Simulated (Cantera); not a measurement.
An adiabatic, constant-pressure homogeneous reactor starts with CH₄ : H₂ : O₂ : N₂ = 1 : 0.46 : 1.31 : 12.2 (molar parts), equivalence ratio 1.7, at 1723 K and 100000 Pa. Integrator tolerance rtol = 1e-08.

Model: GRI-Mech 3.0 (53 species, 325 reactions), integrated in Cantera.

What does this change do: constant volume in place of constant pressure?


```json
[
 {"quantity": "time of steepest temperature rise", "before": "0.187 ms", "after": "0.172 ms"},
 {"quantity": "temperature at 1.00 s", "before": "2425 K", "after": "2599 K"},
 {"quantity": "equilibrium temperature", "before": "2425 K", "after": "2599 K"},
 {"quantity": "x(CH₄) at 1.00 s", "before": "<1e-12 (gas-phase equilibrium <1e-12)", "after": "<1e-12 (gas-phase equilibrium <1e-12)"},
 {"quantity": "x(H₂) at 1.00 s", "before": "0.0642 (gas-phase equilibrium 0.0642)", "after": "0.0631 (gas-phase equilibrium 0.0631)"},
 {"quantity": "x(O₂) at 1.00 s", "before": "3.29e-5 (gas-phase equilibrium 3.29e-5)", "after": "0.000110 (gas-phase equilibrium 0.000110)"},
 {"quantity": "x(NO) at 1.00 s", "before": "0.000250 (gas-phase equilibrium 0.000250)", "after": "0.000620 (gas-phase equilibrium 0.000620)"},
 {"quantity": "x(C₂H₆) at 1.00 s", "before": "<1e-12 (gas-phase equilibrium <1e-12)", "after": "<1e-12 (gas-phase equilibrium <1e-12)"},
 {"quantity": "x(H₂O₂) at 1.00 s", "before": "3.07e-9 (gas-phase equilibrium 3.07e-9)", "after": "1.01e-8 (gas-phase equilibrium 1.01e-8)"},
 {"quantity": "x(H₂O) at 1.00 s", "before": "0.0895 (gas-phase equilibrium 0.0895)", "after": "0.0881 (gas-phase equilibrium 0.0881)"}
]
```

What does this change do: pressure from 100000 Pa to 180000 Pa?


```
quantity                                                              before                                      after
---------------------------------  -----------------------------------------  -----------------------------------------
time of steepest temperature rise                                   0.187 ms                                   0.117 ms
temperature at 1.00 s                                                 2425 K                                     2434 K
equilibrium temperature                                               2425 K                                     2434 K
x(CH₄) at 1.00 s                       <1e-12 (gas-phase equilibrium <1e-12)  2.10e-12 (gas-phase equilibrium 2.37e-12)
x(H₂) at 1.00 s                        0.0642 (gas-phase equilibrium 0.0642)      0.0645 (gas-phase equilibrium 0.0645)
x(O₂) at 1.00 s                      3.29e-5 (gas-phase equilibrium 3.29e-5)    2.01e-5 (gas-phase equilibrium 2.01e-5)
x(NO) at 1.00 s                    0.000250 (gas-phase equilibrium 0.000250)  0.000199 (gas-phase equilibrium 0.000199)
x(C₂H₆) at 1.00 s                      <1e-12 (gas-phase equilibrium <1e-12)      <1e-12 (gas-phase equilibrium <1e-12)
x(H₂O₂) at 1.00 s                    3.07e-9 (gas-phase equilibrium 3.07e-9)    3.29e-9 (gas-phase equilibrium 3.29e-9)
x(H₂O) at 1.00 s                       0.0895 (gas-phase equilibrium 0.0895)      0.0900 (gas-phase equilibrium 0.0900)
```
